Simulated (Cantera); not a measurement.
Charge: 1 mol CH3Cl, a varied amount of H2, equilibrated at 1900 °C and 50000 Pa.

Method: chemical equilibrium by Gibbs-energy minimisation in Cantera with the NASA 1993 tables (ideal gas, pure condensed phases). Candidate condensed phases: C, C6H6, C7H8, C8H18; 91 gas species. Rates play no part.

What share of the C ends up in condensed phases as a function of n(H2) (mol), at 1.8, 3.3, 4.7, 6.2, 7.7, 9.2, 11, 12, 14, 15, 17, 18?


| n(H2) (mol) | C condensed (%) | as |
|---|---|---|
| 1.8 | 98.7 | C(graphite) |
| 3.3 | 98.0 | C(graphite) |
| 4.7 | 97.4 | C(graphite) |
| 6.2 | 96.7 | C(graphite) |
| 7.7 | 96.0 | C(graphite) |
| 9.2 | 95.4 | C(graphite) |
| 11 | 94.5 | C(graphite) |
| 12 | 94.1 | C(graphite) |
| 14 | 93.2 | C(graphite) |
| 15 | 92.7 | C(graphite) |
| 17 | 91.8 | C(graphite) |
| 18 | 91.3 | C(graphite) |
